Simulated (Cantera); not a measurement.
Input: 1 mol SiH4, 0.12 mol C2H4, 81 mol H2, equilibrated at 1925 K and 4400 Pa.

Cantera equilibrium calculation (NASA polynomials, part measured and part estimated; ideal gas, pure solids and liquids). Candidate condensed phases: C, C6H6, C7H8, C8H18, Si, SiC; 87 gas species. Mutual solubility and eutectic melting of coexisting phases are not modelled. Gases not in the tables: Si2H6 and higher silanes. Rates play no part.

Base state: H2 0.995, H 0.00455, Si 0.000395, SiH2 6.78e-5, SiH 6.74e-5 (mole fractions); condensed: Si(l) + SiC(s).

Q: What changes in the equilibrium state with this change: temperature from 1925 K to 2325 K?

A: 
```
species             before     after
----------------  --------  --------
H2                   0.995     0.938
H                  0.00455    0.0508
Si                0.000395   0.00897
SiC2               1.92e-8  0.000232
C2H2 (acetylene)   7.70e-7  0.000790
Si(l), mol           0.715         0
SiC(s), mol          0.239         0
```

Q: What changes in the equilibrium state with this change: temperature from 1925 K to 1598.15 K?

A: 
```tsv
species	before	after
H2	0.995	1.000
H	0.00455	0.000254
SiH2	6.78e-5	4.90e-6
Si	0.000395	2.13e-6
SiH	6.74e-5	9.81e-7
Si(l), mol	0.715	0
SiC(s), mol	0.239	0.240
Si(s), mol	0	0.759
```

Q: What changes in the equilibrium state with this change: pressure from 4400 Pa to 10000 Pa?

A: 
| species | before | after |
|---|---|---|
| H2 | 0.995 | 0.997 |
| H | 0.00455 | 0.00302 |
| Si | 0.000395 | 0.000174 |
| SiH | 6.74e-5 | 4.47e-5 |
| SiH2 | 6.78e-5 | 6.79e-5 |
| Si(l), mol | 0.715 | 0.736 |
| SiC(s), mol | 0.239 | 0.239 |
